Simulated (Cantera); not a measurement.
Input: 1 mol PH₃, 0.036 mol O₂, 2 mol H₂, at 2798 K and 1000 Pa.

Equilibrium computed with Cantera from the NASA thermochemical tables; the gas is ideal and each condensed phase is pure. Candidate condensed phases: H₂O, P, P₄O₁₀; 17 gas species. Gases not in the tables: HPO₂, HPO₃ and P₄O₆. Rates play no part.

Base state: H 0.497, H₂ 0.374, P 0.0665, P₂ 0.0490, PO 0.0123, PH 0.00136, H₂O 0.000310, OH 0.000115 (mole fractions); condensed: gas only.

Problem. What changes in the equilibrium state with this change: PH₃ replaced by H₂S?

Solution. 
| species | before | after |
|---|---|---|
| H | 0.497 | 0.472 |
| H₂ | 0.374 | 0.337 |
| S | 0 | 0.148 |
| P | 0.0665 | 0 |
| P₂ | 0.0490 | 0 |
| SH | 0 | 0.0161 |
| PO | 0.0123 | 0 |
| S₂ | 0 | 0.0121 |
| SO | 0 | 0.00673 |
| PH | 0.00136 | 0 |
| H₂S | 0 | 0.000466 |
| SO₂ | 0 | 6.85e-5 |
Further candidate phases: H₂SO₄, S.

Problem. What changes in the equilibrium state with this change: temperature from 2798 K to 2375 K?

Solution. 
```json
[
 {"species": "H₂", "before": "0.374", "after": "0.746"},
 {"species": "H", "before": "0.497", "after": "0.122"},
 {"species": "P₂", "before": "0.0490", "after": "0.101"},
 {"species": "P", "before": "0.0665", "after": "0.0140"},
 {"species": "PO", "before": "0.0123", "after": "0.0149"},
 {"species": "O", "before": "9.65e-5", "after": "5.26e-6"},
 {"species": "H₂O", "before": "0.000310", "after": "0.00165"},
 {"species": "PO₂", "before": "8.49e-6", "after": "3.47e-5"}
]
```

Problem. What changes in the equilibrium state with this change: temperature from 2798 K to 1948.15 K?

Solution. 
```csv
species,before,after
H₂,0.374,0.853
P₂,0.0490,0.118
PO,0.0123,0.0108
H,0.497,0.0104
P,0.0665,0.000952
O,9.65e-5,6.76e-8
H₂O,0.000310,0.00672
OH,0.000115,7.44e-6
```
